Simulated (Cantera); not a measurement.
Gas mixture: 26.0 % H2, 30.0 % CH4, 35.9 % N2, 8.06 % CO, at 100000 Pa, frozen composition.

Cantera's kinetic-theory transport with the Lennard-Jones parameters of GRI-Mech 3.0, ideal gas; thermal conductivity in the mixture-averaged form. The composition is frozen, though it would react at the higher temperatures.

D: mixture-averaged diffusion coefficient of that species in the mixture.

| T (K) | ρ (kg/m³) | cp (J/kg/K) | μ (µPa s) | λ (mW/m/K) | Pr | D (cm²/s) H2O | D (cm²/s) H2 | D (cm²/s) CO2 |
|---|---|---|---|---|---|---|---|---|
| 400 | 0.531 | 1851 | 19.2 | 68.9 | 0.516 | 0.495 | 1.26 | 0.348 |
| 550 | 0.386 | (withheld) | (withheld) | (withheld) | 0.537 | (withheld) | (withheld) | (withheld) |
| 700 | 0.303 | 2196 | (withheld) | (withheld) | 0.557 | (withheld) | (withheld) | (withheld) |
| 850 | 0.250 | 2363 | 32.3 | 133 | 0.573 | 1.97 | 4.44 | 1.29 |
| 1000 | 0.212 | 2514 | 35.9 | 154 | 0.587 | 2.63 | 5.82 | 1.71 |
| 1150 | 0.185 | 2643 | 39.4 | 174 | 0.597 | 3.35 | 7.34 | 2.16 |

### Question
Fill in the missing entries.

### Answer

- 550, cp (J/kg/K): 2019
- 550, μ (µPa s): 24.1
- 550, λ (mW/m/K): 90.5
- 550, D (cm²/s) H2O: 0.901
- 550, D (cm²/s) H2: 2.15
- 550, D (cm²/s) CO2: 0.612
- 700, μ (µPa s): 28.4
- 700, λ (mW/m/K): 112
- 700, D (cm²/s) H2O: 1.40
- 700, D (cm²/s) H2: 3.22
- 700, D (cm²/s) CO2: 0.929
